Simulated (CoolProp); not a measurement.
The fluid at 293.15 K and 0.664 MPa (gas) is heated at constant pressure to 339.4 K. The same conditions are run with several fluids, on thermodynamics alone (safety and materials aside).

Computed with CoolProp (reference Helmholtz-energy equation of state of each fluid (normal hydrogen: Leachman 2009; CH2F2 (R32): Tillner-Roth 1997; nitrogen: Span 2000; hydrogen chloride: Thol 2018; hydrogen sulfide: Lemmon 2006)).

| fluid | heat (kJ/kg) | final density (kg/m³) |
|---|---|---|
| normal hydrogen | 665 | 0.473 |
| CH2F2 (R32) | 45.4 | 12.9 |
| nitrogen | 48.5 | 6.59 |
| hydrogen chloride | 39.7 | 8.81 |
| hydrogen sulfide | 50.2 | 8.30 |
